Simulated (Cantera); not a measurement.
Feed: 1 mol HMDSO, 2.7 mol O2, 0.0042 mol N2, held at 0.100 bar.

Cantera equilibrium calculation (NASA polynomials, part measured and part estimated; ideal gas, pure solids and liquids). Candidate condensed phases: C, C6H6, C7H8, C8H18, H2O, Si, SiC, SiO2, Si2N2O, Si3N4; 151 gas species. The feed counts by its element totals alone. The tables hold silica as quartz up to 1696 K and as liquid above; real silica turns to tridymite and cristobalite and melts near 1996 K. Equilibrium is a limit: real reactors are often held back by kinetics, nucleation or transport.

At 975 °C, list the 4 most abundant gas species with their mole fractions, and the condensed phases.

H2 0.788, CO 0.210, CH4 0.000693, N2 0.000367. Condensed: C(graphite) + SiO2(β-quartz).
